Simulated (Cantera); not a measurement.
A closed system holds: 1 mol SiH4, a varied amount of NH3, equilibrated at 0.133 bar.

These are equilibrium values from Cantera (NASA tables, ideal gas, pure condensed phases), not measurements of a reactor. Candidate condensed phases: Si, Si3N4; 18 gas species. Mutual solubility and eutectic melting of coexisting phases are not modelled. Equilibrium is a limit: real reactors are often held back by kinetics, nucleation or transport.

**Question.** What condenses at these points (T in K, n(NH3) in mol): (1725, 27); (1725, 4); (1650, 4.7); (1950, 6.5); (1875, 4); (1875, 12)?

**Answer.** 
```
T (K)  n(NH3) in mol  condensed phases  Si condensed (%)
-----  -------------  ----------------  ----------------
1725              27             Si3N4             100.0
1725               4             Si3N4             100.0
1650             4.7             Si3N4             100.0
1950             6.5                Si              99.5
1875               4                Si              99.9
1875              12        Si + Si3N4              99.6
```
